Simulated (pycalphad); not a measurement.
**Phase fields of Cu-Zn as a text map**

Computed with pycalphad from the COST 507 light-alloy database (1999), at 1 atm. No gas phase is included, though pure Zn would boil below 1177 °C. These are 1990s assessments: newer ones move some temperatures and phases. Kinetics are ignored, which matters at the lower temperatures.

Columns run from 0.2 at.% Zn, then 2 to 98 at.% in steps of 2, to 99.8 at.%; rows are temperatures in °C.

```
 1104 aaaaaaaaaaaaaaaaaaaaaaaaaaaaaaaaaaaaaaaaaaaaaaaaaaa
 1067 bbcaaaaaaaaaaaaaaaaaaaaaaaaaaaaaaaaaaaaaaaaaaaaaaaa
 1030 bbbbbbcaaaaaaaaaaaaaaaaaaaaaaaaaaaaaaaaaaaaaaaaaaaa
  994 bbbbbbbbbccaaaaaaaaaaaaaaaaaaaaaaaaaaaaaaaaaaaaaaaa
  957 bbbbbbbbbbbbcccaaaaaaaaaaaaaaaaaaaaaaaaaaaaaaaaaaaa
  920 bbbbbbbbbbbbbbbcccaaaaaaaaaaaaaaaaaaaaaaaaaaaaaaaaa
  884 bbbbbbbbbbbbbbbbbdeeeffaaaaaaaaaaaaaaaaaaaaaaaaaaaa
  847 bbbbbbbbbbbbbbbbbddeeeeeeeeffaaaaaaaaaaaaaaaaaaaaaa
  810 bbbbbbbbbbbbbbbbbbddeeeeeeeegghhiiaaaaaaaaaaaaaaaaa
  774 bbbbbbbbbbbbbbbbbbddeeeeeeeeghhhhiiiiaaaaaaaaaaaaaa
  737 bbbbbbbbbbbbbbbbbbdddeeeeeegghhhhhiiiiiaaaaaaaaaaaa
  700 bbbbbbbbbbbbbbbbbbbddeeeeeegghhhhhiiiiiiiaaaaaaaaaa
  664 bbbbbbbbbbbbbbbbbbbddeeeeeegghhhhhhggeffffaaaaaaaaa
  627 bbbbbbbbbbbbbbbbbbbdddeeeeggghhhhhhggeefffffaaaaaaa
  590 bbbbbbbbbbbbbbbbbbbdddeeeeggghhhhhhgggejkkkkkaaaaaa
  554 bbbbbbbbbbbbbbbbbbbdddeeeeggghhhhhhllllmmkkkkkkaaaa
  517 bbbbbbbbbbbbbbbbbbbbddeeegggghhhhhhllllmmmkkkkkkaaa
  480 bbbbbbbbbbbbbbbbbbbbdddeegggghhhhhhlllllmmmkkkkkkaa
  444 bbbbbbbbbbbbbbbbbbbbdddnnoooohhhhhhlllllmmmmkkkkkaa
  407 bbbbbbbbbbbbbbbbbbbbpppnnoooohhhhhhlllllmmmmqqqqqqr
  370 bbbbbbbbbbbbbbbbbbbbpppnnoooohhhhhhlllllmmmmqqqqqqr
  334 bbbbbbbbbbbbbbbbbbbppppnnoooohhhhhllllllmmmmqqqqqqr
  297 bbbbbbbbbbbbbbbbbbbppppnnoooohhhhhllllllmmmmqqqqqqr
  260 bbbbbbbbbbbbbbbbbbpppppnnooooohhhhllllllmmmmqqqqqqr
  224 bbbbbbbbbbbbbbbbbbpppppnnnoooohhhhllllllmmmmqqqqqqr
  187 bbbbbbbbbbbbbbbbbpppppnnnnoooohhhlllllllmmmqqqqqqqr
  150 bbbbbbbbbbbbbbbbbpppppnnnnooooohhllllllllmmqqqqqqqr
  114 bbbbbbbbbbbbbbbbppppppnnnnooooohhllllllllmmqqqqqqqr
   77 bbbbbbbbbbbbbbbbppppppnnnnooooohhllllllllmmqqqqqqqq
```

Key: a = LIQUID; b = FCC_A1; c = FCC_A1 + LIQUID; d = BCC_A2 + FCC_A1; e = BCC_A2; f = BCC_A2 + LIQUID; g = BCC_A2 + CUZN_GAMMA; h = CUZN_GAMMA; i = CUZN_GAMMA + LIQUID; j = BCC_A2 + HCP_A3; k = HCP_A3 + LIQUID; l = CUZN_GAMMA + HCP_A3; m = HCP_A3; n = BCC_B2; o = BCC_B2 + CUZN_GAMMA; p = BCC_B2 + FCC_A1; q = HCP_A3 + HCP_ZN; r = HCP_ZN.

Database names, with the compositions (at.%) that they take in these runs: CUZN_GAMMA: Zn 56-69 Cu 31-44. FCC_A1 is fcc; BCC_A2 is bcc; BCC_B2 is ordered bcc (B2); HCP_A3 is hcp; HCP_ZN is hcp (Zn). In Cu-Zn the hcp model also describes the ε phase near CuZn₄.
